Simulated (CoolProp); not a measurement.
Computed with CoolProp (reference Helmholtz-energy equation of state, Gao 2020).

Problem. For ammonia, give the phase and the cv (kJ/(kg K)), conductivity (mW/(m K)) at 649.8 K and 30.1 kPa; 225.4 K and 4280 kPa.

Solution. 
- 649.8 K and 30.1 kPa: gas; cv 2.25, conductivity 74.5
- 225.4 K and 4280 kPa: liquid; cv 2.95, conductivity 719

Thermal conductivity comes from a separate model (Tufeu 1984).
